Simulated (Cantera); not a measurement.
A perfectly stirred reactor is fed with 2.37 % CH4, 0.109 % C2H6, 1.75 % C3H8, 20.1 % O2, 75.6 % N2, equivalence ratio 0.69, at 14300 Torr; it is adiabatic with a 548 K inlet, and is followed from long to short residence time, starting on the burning branch (τ in s: 0.11, 0.041, 0.015, 0.0054, 0.002, 0.00072, 0.00026, 9.6e-05, 3.5e-05, 1.3e-05, 4.6e-06).

Cantera simulation using GRI-Mech 3.0 (53 species, 325 reactions); the numbers are that mechanism's predictions, not measurements. GRI-Mech 3.0 was tuned for natural gas; its chemistry of propane as a main component is partial and can be far from experiment. The pressure lies above the range GRI-Mech 3.0 was tuned for (to about 10 atm).

Q: Predict: blow-out, bracketed by the residence times tried; x(CH4) at τ = 0.110 s; x(C2H6) at τ = 0.110 s; x(C3H8) at τ = 0.110 s; x(N2O) at τ = 0.110 s; x(CH4) at τ = 0.720 ms; x(C2H6) at τ = 0.720 ms; x(C3H8) at τ = 0.720 ms; x(N2O) at τ = 0.720 ms; x(C2H) at τ = 0.720 ms.

A: 
| Item | Result |
|---|---|
| blow-out, bracketed by the residence times tried | burning at 35.0 µs, out at 13.0 µs |
| x(CH4) at τ = 0.110 s | 2.83e-7 |
| x(C2H6) at τ = 0.110 s | 2.06e-9 |
| x(C3H8) at τ = 0.110 s | 2.94e-8 |
| x(N2O) at τ = 0.110 s | 1.08e-6 |
| x(CH4) at τ = 0.720 ms | 2.26e-5 |
| x(C2H6) at τ = 0.720 ms | 2.17e-7 |
| x(C3H8) at τ = 0.720 ms | 3.26e-6 |
| x(N2O) at τ = 0.720 ms | 2.41e-6 |
| x(C2H) at τ = 0.720 ms | 2.05e-8 |
